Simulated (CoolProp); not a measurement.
Carbon dioxide along the isotherm 451.9 K: density (kg/m³) from the reference equation and from simpler models built on Tc = 304.1 K, pc = 7.377 MPa, ω = 0.224; each cubic takes its own stable root.

Computed with CoolProp (reference Helmholtz-energy equation of state, Span 1996).

```tsv
p (MPa)	phase	reference
0.41	gas	4.825
0.82	gas	9.695
1.23	gas	14.61
1.64	gas	19.57
2.05	gas	24.58
2.46	gas	29.63
2.87	gas	34.73
3.28	gas	39.87
3.69	gas	45.07
```

Question: How far does each simpler model (ideal gas, van der Waals, Redlich-Kwong, Soave-Redlich-Kwong, Peng-Robinson) lie from the reference over these 9 states: mean and median of the absolute difference, and the worst?

Answer: 
- ideal gas: mean 2.3 %, median 2.3 %, worst -4.1 % at 451.9 K and 3.69 MPa
- van der Waals: mean 0.7 %, median 0.7 %, worst +1.4 % at 451.9 K and 3.69 MPa
- Redlich-Kwong: mean 0.5 %, median 0.5 %, worst +0.9 % at 451.9 K and 3.69 MPa
- Soave-Redlich-Kwong: mean 0.4 %, median 0.4 %, worst -0.7 % at 451.9 K and 3.69 MPa
- Peng-Robinson: mean 0.3 %, median 0.3 %, worst +0.4 % at 451.9 K and 3.69 MPa
